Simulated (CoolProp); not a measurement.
Vapour-liquid equilibrium of R125 (1) + R1234yf (2) at -45.35 °C; x and y are mole fractions of (1).

Values from CoolProp's multi-fluid Helmholtz-energy mixture model, Lemmon 2005 and Lemmon 2022; pair parameters Bell 2023.

Question: Give the bubble pressure and the first vapour's composition at x = 0.05, 0.35, 0.65. Is there an azeotrope?

Answer: x = 0.05: 0.5105 bar, y = 0.113; x = 0.35: 0.7156 bar, y = 0.560; x = 0.65: 0.9183 bar, y = 0.812. No azeotrope shows between x = 0.05 and 0.95.

Pair parameters are fitted to limited data, so mixtures are less certain than the pure fluids.
